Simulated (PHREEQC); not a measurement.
0.49 g of hydrous ferric oxide (600 m²/g; 0.2 weak and 0.005 strong sites per Fe, Dzombak-Morel constants, diffuse double layer) in 1 kg of water with 0.005 mol/kgw of an inert sodium salt and 1.8e-05 mol Na2SO4 and 9.2e-06 mol CuCl2, at 25 °C; the pH is set by adding NaOH or the inert anion's acid. Oxygen alone is held at its pressure in air (log pO2 = -0.68). The system is closed to CO2. Nothing may precipitate in this run.

All values are PHREEQC results (ion-association model, wateq4f.dat), not measurements.

Question: Predict S sorbed (%), Cu sorbed (%) at pH = 4, 5.5, 8.

Answer: 
| pH | S sorbed (%) | Cu sorbed (%) |
|---|---|---|
| 4 | 100.0 | 4.8 |
| 5.5 | 99.3 | 94.7 |
| 8 | 0.7 | 100.0 |

Complexes and solids missing from the database can't appear. The database's constant for dissolved Cu(OH)2 is higher than later reviews accept. The oxide is taken as insoluble; below pH 4 it would dissolve.
